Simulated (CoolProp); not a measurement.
A closed Brayton cycle with nitrogen: compressor inlet 315.15 K and 6.8 MPa, high pressure 16.7 MPa, turbine inlet 645 K, compressor efficiency 0.8, turbine efficiency 0.93, recuperator effectiveness 0.8 (on enthalpy, no pinch check). Each further row changes one setting.

The numbers come from the reference Helmholtz-energy equation of state, Span 2000 in CoolProp.

| case | thermal efficiency (%) | net work (kJ/kg) | compressor to turbine work | compressor exit (K) | turbine exit (K) |
|---|---|---|---|---|---|
| as stated | 14.1 | 24.1 | 0.84 | 431.6 | 511.5 |
| turbine inlet 595 K | ? | ? | ? | 431.6 | 470.7 |
| compressor inlet 325.15 K | 11.9 | ? | 0.87 | 445.2 | 511.5 |
| high pressure 14.2 MPa | 16.1 | 25.1 | 0.80 | ? | ? |
| recuperator effectiveness 0.5 | 12.3 | 24.1 | 0.84 | 431.6 | 511.5 |

Complete the blanks.


- turbine inlet 595 K, thermal efficiency (%): 8.3
- turbine inlet 595 K, net work (kJ/kg): 12.4
- turbine inlet 595 K, compressor to turbine work: 0.91
- compressor inlet 325.15 K, net work (kJ/kg): 19.9
- high pressure 14.2 MPa, compressor exit (K): 408.3
- high pressure 14.2 MPa, turbine exit (K): 533.5
